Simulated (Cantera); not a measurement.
## Hydrocarbon pyrolysis for carbon deposition

A perfectly stirred reactor is fed with 63.7 % CH₄, 36.3 % H₂, at 750 Torr; it is held at 1475 K, and followed from long to short residence time.

Model: GRI-Mech 3.0 (53 species, 325 reactions), integrated in Cantera. GRI-Mech 3.0 stops at C3 and has no aromatics, soot or wall deposition, so with more carbon than oxygen in the feed, carbon stays in small species such as C2H2 where larger ones or solid carbon would form.

```tsv
τ (s)	x CH₄	x H₂	x C₂H₂	x CH₃	x C₂H₄	x C₂H
0.39	0.472	0.476	0.0421	0.000108	0.0102	7.70e-10
0.18	0.541	0.428	0.0233	0.000121	0.00716	4.17e-10
0.084	0.586	0.397	0.0109	0.000129	0.00517	1.93e-10
0.039	0.613	0.379	0.00419	0.000133	0.00359	7.31e-11
0.018	0.626	0.370	0.00127	0.000133	0.00218	2.16e-11
0.0083	0.632	0.366	0.000294	0.000128	0.00109	4.80e-12
0.0038	0.635	0.364	5.06e-5	0.000119	0.000423	<1e-12
0.0018	0.636	0.364	7.19e-6	0.000107	0.000137	<1e-12
0.00082	0.637	0.363	7.42e-7	9.07e-5	3.44e-5	<1e-12
0.00038	0.637	0.363	6.87e-8	7.35e-5	7.86e-6	<1e-12
0.00018	0.637	0.363	5.55e-9	5.36e-5	1.60e-6	<1e-12
```
x: mole fraction; the columns are a selection and need not sum to one.
